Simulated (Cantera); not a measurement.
An isothermal, constant-pressure homogeneous reactor starts with H2 : O2 = 0.073 : 1 (molar parts), equivalence ratio 0.036, at 1423 K and 270 Pa.

Cantera simulation using the H2/O2 subset of GRI-Mech 3.0, which has no nitrogen chemistry; the numbers are that mechanism's predictions, not measurements. Radical loss at walls, strong at low pressure, is not modelled. The temperature is held fixed by assumption; the heat of reaction is taken as removed at once.

One state of this run: x H2 = 0.00120; x O2 = 0.887; x OH = 0.00735; x O = 0.0371; x HO2 = 4.48e-7; x H = 0.00673. x: mole fraction; the columns are a selection and need not sum to one.

Question: Which value of t (s) does it belong to?
(A) 0.0671
(B) 0.406
(C) 0.00183
(D) 0.000745

Answer: B, 0.406
